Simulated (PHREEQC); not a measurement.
Make-up at 20 °C: 0.0017 mol NiSO4, 0.012 mol MgSO4, 0.0007 mol NaHCO3 and 0.068 mol NaCl per kg of water. Closed to the air; pH follows from the charge balance.

Equilibrium calculation in PHREEQC: ion-association model, wateq4f.dat.

```csv
quantity,before,after
pH,6.63,6.61
ionic strength (mol/kgw),0.109,0.0927
Mg+2 (mol/kgw),0.00934,0.00504
MgSO4 (mol/kgw),0.00264,0.000950
NaSO4- (mol/kgw),0.00114,0.000734
SI of Magnesite (MgCO3),-1.78,-2.06
SI of Epsomite (MgSO4:7H2O),-2.71,-3.16
```

What was changed between the two runs?
A. 0.023 mol/kgw H2SO4 added
B. diluted 2-fold with water
C. NaCl from 0.068 to 0.34 mol/kgw
D. NiSO4 replaced by Fe2(SO4)3 at the same molality
E. MgSO4 from 0.012 to 0.006 mol/kgw

E, MgSO4 from 0.012 to 0.006 mol/kgw

Precipitation was switched off in this run.
